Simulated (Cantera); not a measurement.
**Gas activation for diamond growth**

An isothermal, constant-pressure homogeneous reactor starts with 1.31 % CH4, 98.7 % H2, at 1625 K and 9.75 Torr.

Computed with Cantera and GRI-Mech 3.0 (53 species, 325 reactions). GRI-Mech 3.0 stops at C3 and has no aromatics, soot or wall deposition, so with more carbon than oxygen in the feed, carbon stays in small species such as C2H2 where larger ones or solid carbon would form. Radical loss at walls, strong at low pressure, is not modelled.

| t (s) | x CH4 | x H2 | x C2H6 | x C2H4 | x CH3 | x H |
|---|---|---|---|---|---|---|
| 2.00e-5 | 0.0131 | 0.987 | <1e-12 | <1e-12 | 1.90e-8 | 2.37e-8 |
| 0.000100 | 0.0131 | 0.987 | <1e-12 | <1e-12 | 7.04e-8 | 1.44e-7 |
| 0.000503 | 0.0131 | 0.987 | <1e-12 | <1e-12 | 2.56e-7 | 8.18e-7 |
| 0.00252 | 0.0131 | 0.987 | 2.12e-11 | 4.88e-11 | 1.17e-6 | 4.21e-6 |
| 0.0126 | 0.0131 | 0.987 | 1.19e-9 | 5.82e-9 | 5.74e-6 | 2.12e-5 |
| 0.0633 | 0.0130 | 0.987 | 3.13e-8 | 5.79e-7 | 2.83e-5 | 0.000106 |
| 0.317 | 0.0128 | 0.987 | 2.89e-7 | 8.42e-6 | 0.000111 | 0.000420 |
| 1.59 | 0.0108 | 0.987 | 3.04e-7 | 9.41e-6 | 0.000124 | 0.000560 |
| 7.98 | 0.00575 | 0.990 | 9.15e-8 | 6.53e-6 | 6.91e-5 | 0.000586 |
| 40.0 | 0.00163 | 0.992 | 7.91e-9 | 6.66e-6 | 2.05e-5 | 0.000612 |
x: mole fraction; the columns are a selection and need not sum to one.

Equilibrium at this temperature and pressure: CH4 0.000250, H2 0.993, C2H6 3.36e-10, C2H4 7.25e-6, CH3 3.17e-6, H 0.000621 (gas phase only).
